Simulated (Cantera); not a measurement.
Input: 1 mol trisilylamine, 1.7 mol NH₃, at 100000 Pa.

Method: chemical equilibrium by Gibbs-energy minimisation in Cantera with the NASA 1993 tables (ideal gas, pure condensed phases). Candidate condensed phases: Si, Si₃N₄; 18 gas species. The feed counts by its element totals alone. Mutual solubility and eutectic melting of coexisting phases are not modelled. Kinetics and transport are ignored.

Question: At 1227 °C, list the 3 most abundant gas species with their mole fractions, and the condensed phases.

Answer: H₂ 1.000, N₂ 4.74e-5, H 1.76e-5. Condensed: Si(s) + Si₃N₄(s).
